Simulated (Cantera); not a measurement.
Stirred combustor or abatement burner

A perfectly stirred reactor is fed with H2 : O2 : N2 = 1 : 0.526 : 1.98 (molar parts), at 1.00 atm; it is adiabatic with a 600 K inlet, and is followed from long to short residence time, starting on the burning branch (τ in s: 0.21, 0.089, 0.038, 0.016, 0.0067, 0.0028, 0.0012, 0.00051, 0.00021, 9e-05, 3.8e-05, 1.6e-05).

Computed with Cantera and the H2/O2 subset of GRI-Mech 3.0, which has no nitrogen chemistry.

```csv
τ (s),T (K),x H2,x O2,x OH,x H,x H2O
0.21,2504,0.0162,0.0134,0.0129,0.00331,0.303
0.089,2502,0.0164,0.0134,0.0130,0.00337,0.303
0.038,2497,0.0167,0.0136,0.0131,0.00352,0.303
0.016,2487,0.0176,0.0139,0.0135,0.00386,0.301
0.0067,2463,0.0195,0.0147,0.0142,0.00469,0.298
0.0028,2415,0.0231,0.0162,0.0156,0.00660,0.291
0.0012,2332,0.0284,0.0187,0.0174,0.0104,0.281
0.00051,2212,0.0348,0.0221,0.0187,0.0170,0.267
0.00021,2056,0.0412,0.0263,0.0188,0.0273,0.252
9.0e-5,1884,0.0463,0.0310,0.0173,0.0402,0.236
3.8e-5,1697,0.0521,0.0372,0.0142,0.0549,0.220
1.6e-5,1492,0.0684,0.0493,0.00988,0.0653,0.196
```
x: mole fraction; the columns are a selection and need not sum to one.
